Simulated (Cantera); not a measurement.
Mixture: CH4 : O2 : N2 = 1 : 1.25 : 4.7 (molar parts), equivalence ratio 1.6, at 9.87 atm, adiabatic and at constant volume. Ignition delay is the time to a rise of 400 K.

Model: GRI-Mech 3.0 (53 species, 325 reactions), integrated in Cantera.

Q: What does this change do: pressure from 9.87 atm to 1.00 atm?

A: 
```json
[
 {"quantity": "delay at 1075 K", "before": "30.5 ms", "after": "0.379 s"},
 {"quantity": "delay at 1125 K", "before": "15.1 ms", "after": "0.170 s"},
 {"quantity": "delay at 1175 K", "before": "7.84 ms", "after": "79.6 ms"},
 {"quantity": "delay at 1225 K", "before": "4.20 ms", "after": "38.7 ms"},
 {"quantity": "delay at 1275 K", "before": "2.32 ms", "after": "19.5 ms"},
 {"quantity": "delay at 1325 K", "before": "1.31 ms", "after": "10.2 ms"},
 {"quantity": "delay at 1375 K", "before": "0.760 ms", "after": "5.45 ms"},
 {"quantity": "apparent activation energy between 1275 and 1375 K", "before": "160 kJ/mol", "after": "190 kJ/mol"}
]
```

Q: What does this change do: 0.25 parts CO2 added?

A: 
| quantity | before | after |
|---|---|---|
| delay at 1075 K | 30.5 ms | 31.7 ms |
| delay at 1125 K | 15.1 ms | 15.8 ms |
| delay at 1175 K | 7.84 ms | 8.21 ms |
| delay at 1225 K | 4.20 ms | 4.42 ms |
| delay at 1275 K | 2.32 ms | 2.45 ms |
| delay at 1325 K | 1.31 ms | 1.39 ms |
| delay at 1375 K | 0.760 ms | 0.807 ms |
| apparent activation energy between 1275 and 1375 K | 160 kJ/mol | 160 kJ/mol |

Q: What does this change do: constant pressure in place of constant volume?

A: 
```
quantity                                                before       after
--------------------------------------------------  ----------  ----------
delay at 1075 K                                        30.5 ms     31.7 ms
delay at 1125 K                                        15.1 ms     15.9 ms
delay at 1175 K                                        7.84 ms     8.28 ms
delay at 1225 K                                        4.20 ms     4.47 ms
delay at 1275 K                                        2.32 ms     2.48 ms
delay at 1325 K                                        1.31 ms     1.41 ms
delay at 1375 K                                       0.760 ms    0.823 ms
apparent activation energy between 1275 and 1375 K  160 kJ/mol  160 kJ/mol
```
